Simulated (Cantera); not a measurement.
**Al + Cl2 (aluminium and copper etching)**

Charge: 1 mol Al, 5.3 mol Cl2, at 13300 Pa.

These are equilibrium values from Cantera (NASA tables, ideal gas, pure condensed phases), not measurements of a reactor. Candidate condensed phases: Al, AlCl3; 8 gas species. Rates play no part.

| T (K) | x Cl2 | x AlCl3 | x Cl | x Al2Cl6 |
|---|---|---|---|---|
| 900 | 0.794 | 0.204 | 0.000180 | 0.00259 |
| 950 | 0.792 | 0.206 | 0.000431 | 0.00117 |
| 1000 | 0.791 | 0.207 | 0.000946 | 0.000569 |
| 1050 | 0.790 | 0.208 | 0.00193 | 0.000296 |
| 1100 | 0.788 | 0.208 | 0.00369 | 0.000164 |
| 1150 | 0.786 | 0.207 | 0.00666 | 9.56e-5 |
| 1200 | 0.781 | 0.207 | 0.0114 | 5.84e-5 |
| 1250 | 0.775 | 0.206 | 0.0188 | 3.71e-5 |
| 1300 | 0.765 | 0.205 | 0.0297 | 2.44e-5 |
| 1350 | 0.751 | 0.204 | 0.0453 | 1.65e-5 |
x: gas mole fraction; nothing condenses.

From 900 K to 1350 K nothing is condensed. The main Al-bearing gas is AlCl3 throughout.
